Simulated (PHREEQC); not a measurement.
Dissolve 0.0079 mol NH3 and 0.00022 mol CO2 per kg of water at 25 °C. Closed to the air; pH follows from the charge balance.

Model: ion-association model, phreeqc.dat, run in PHREEQC.

```csv
quantity,before,after
pH,10.36,9.89
ionic strength (mol/kgw),0.000697,0.00184
NH3 (mol/kgw),0.00732,0.00639
NH4+ (mol/kgw),0.000578,0.00151
HCO3- (mol/kgw),0.000101,0.000774
```

Problem. What was changed between the two runs?
(A) 0.00012 mol/kgw TMAH added
(B) CO2 from 0.00022 to 0.0011 mol/kgw
(C) 0.0044 mol/kgw H2SO4 added
(D) temperature from 25 to 40 °C
(E) temperature from 25 to 65 °C

Solution. B, CO2 from 0.00022 to 0.0011 mol/kgw

This is a speciation only: nothing precipitates in the calculation.
